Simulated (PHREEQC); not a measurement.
Consider water at 30 °C with 0.0042 mol HF, 0.0016 mol NaF, 9.8e-05 mol (NH4)2SiF6 and 0.12 mol H2SO4 per kg of water. Closed to the air; pH follows from the charge balance.

The numbers come from PHREEQC with the ion-association model, phreeqc.dat.

This is a speciation only: nothing precipitates in the calculation.

Q: Estimate the pH, density.

A: pH 0.95; density 1.003 g/cm³.

Q: In which forms is Na present?

A: Na+ 97 %, NaSO4- 3.1 % of the Na.

Complexes and solids missing from the database can't appear. SiF6-2 is the database's only silicon fluoride.
